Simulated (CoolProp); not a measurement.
Saturated liquid density (kg/m³) of C2F6 (R116): the reference equation beside estimates from Tc = 293.0 K, pc = 3048 kPa, ω = 0.257.

Values from CoolProp's reference Helmholtz-energy equation of state, Lemmon 2006. It is a short technical equation, of lower accuracy than the large ones.

```csv
T (K),reference,Redlich-Kwong,Soave-Redlich-Kwong,Peng-Robinson
207.8,1547,1415,?,1669
212.9,1523,?,1447,1640
218.1,1497,1358,1419,1609
223.2,1471,1328,1390,1576
228.4,1444,1296,1358,1541
233.5,?,1263,1326,?
238.7,?,1228,1291,1465
243.8,1356,1192,1254,1423
249,1323,1154,1214,?
254.1,1289,1113,1172,?
259.3,1252,1069,?,1277
```

### Question
Complete the blanks.

### Answer

- 207.8, Soave-Redlich-Kwong: 1474
- 212.9, Redlich-Kwong: 1387
- 233.5, reference: 1416
- 233.5, Peng-Robinson: 1505
- 238.7, reference: 1387
- 249, Peng-Robinson: 1378
- 254.1, Peng-Robinson: 1330
- 259.3, Soave-Redlich-Kwong: 1126

Absolute difference from the reference over all 11 rows, mean and median: Redlich-Kwong 11.1 and 10.8 %, Soave-Redlich-Kwong 6.8 and 6.4 %, Peng-Robinson 5.7 and 6.3 %.
